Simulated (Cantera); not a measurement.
Input (Python, Cantera):

```python
import numpy as np
import cantera as ct

gas = ct.Solution("gri30.yaml", transport_model="multicomponent")
show = ['H2O', 'O', 'CO2']

rows = []
print(f"{'T/K':>7s}{'rho':>11s}{'cp':>10s}{'mu':>11s}{'lambda':>11s}{'Pr':>7s}" + "".join(f"{'D_' + s:>11s}" for s in show))
for T in [400, 650, 900, 1150, 1400, 1650, 1900]:
    gas.TPX = T, 63000, {'C2H6': 0.93, 'CH3OH': 0.56}
    Pr = gas.cp_mass * gas.viscosity / gas.thermal_conductivity
    D = [gas.mix_diff_coeffs_mole[gas.species_index(s)] for s in show]
    rows.append([gas.density, gas.cp_mass, gas.viscosity, gas.thermal_conductivity, Pr, *D])
    print(f"{T:7g}{gas.density:11.4e}{gas.cp_mass:10.1f}{gas.viscosity:11.4e}"
          f"{gas.thermal_conductivity:11.4e}{Pr:7.3f}" + "".join(f"{d:11.4e}" for d in D))
print("SI units: kg/m3, J/kg/K, Pa s, W/m/K, m2/s")
```

It prints:

```
    T/K        rho        cp         mu     lambda     Pr      D_H2O        D_O      D_CO2
    400 5.8365e-01    1946.7 1.2617e-05 3.2760e-02  0.750 4.3033e-05 6.3662e-05 3.0097e-05
    650 3.5917e-01    2781.7 1.9573e-05 7.2366e-02  0.752 1.1115e-04 1.4971e-04 7.4425e-05
    900 2.5940e-01    3370.1 2.5548e-05 1.1416e-01  0.754 2.0426e-04 2.6135e-04 1.3314e-04
   1150 2.0301e-01    3822.8 3.0812e-05 1.5607e-01  0.755 3.1850e-04 3.9541e-04 2.0415e-04
   1400 1.6676e-01    4141.0 3.5561e-05 1.9517e-01  0.755 4.5140e-04 5.4991e-04 2.8617e-04
   1650 1.4149e-01    4371.9 3.9925e-05 2.3153e-01  0.754 6.0131e-04 7.2345e-04 3.7834e-04
   1900 1.2287e-01    4538.6 4.3998e-05 2.6515e-01  0.753 7.6704e-04 9.1495e-04 4.8006e-04
SI units: kg/m3, J/kg/K, Pa s, W/m/K, m2/s
```

Detailed kinetics in Cantera: GRI-Mech 3.0 (53 species, 325 reactions). Polar gases are described roughly by these parameters. The composition is frozen, though it would react at the higher temperatures.
